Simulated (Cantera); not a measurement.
Feed: 1 mol CF4, 0.034 mol Si, 0.68 mol HCl, held at 873 K and 3.70e-5 bar.

Equilibrium computed with Cantera from the NASA thermochemical tables; the gas is ideal and each condensed phase is pure. Candidate condensed phases: C, C6H6, C7H8, C8H18, Si, SiC; 143 gas species. Condensed phases not in the tables: fluorocarbon polymer. Gases not in the tables: C2F6 and larger saturated fluorocarbons. Equilibrium is a limit: real reactors are often held back by kinetics, nucleation or transport.

Base state: CF4 0.482, HF 0.229, HCl 0.152, Cl2 0.112, SiF4 0.0191, CClF3 0.00301, Cl 0.00243, CCl2F2 2.91e-5 (mole fractions); condensed: C(graphite).

What changes in the equilibrium state with this change: pressure from 3.70e-5 bar to 0.100 bar?


| species | before | after |
|---|---|---|
| CF4 | 0.482 | 0.526 |
| HCl | 0.152 | 0.295 |
| HF | 0.229 | 0.101 |
| Cl2 | 0.112 | 0.0428 |
| CClF3 | 0.00301 | 0.0144 |
| SiF4 | 0.0191 | 0.0198 |
| CCl3F | 3.08e-7 | 2.80e-5 |
| Cl | 0.00243 | 2.90e-5 |
| CCl2F2 | 2.91e-5 | 0.000605 |
| C(graphite), mol | 0.135 | 0.0708 |
